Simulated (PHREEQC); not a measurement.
Dissolve 0.0044 mol/kgw CaSO4, 0.00022 mol/kgw CO2 and 0.0023 mol/kgw KCl at 25 °C. Closed to the air; pH follows from the charge balance.

The numbers come from PHREEQC with the Pitzer model, pitzer.dat.

| quantity | before | after |
|---|---|---|
| pH | 5.05 | 5.19 |
| SI of Sylvite (KCl) | -6.30 | -6.87 |

Q: What was changed between the two runs?
A. diluted 10-fold with water
B. CO2 left out
C. diluted 2-fold with water
D. CaSO4 left out
E. CO2 from 0.00022 to 2.2e-05 mol/kgw

A: C, diluted 2-fold with water

No solid was allowed to form.
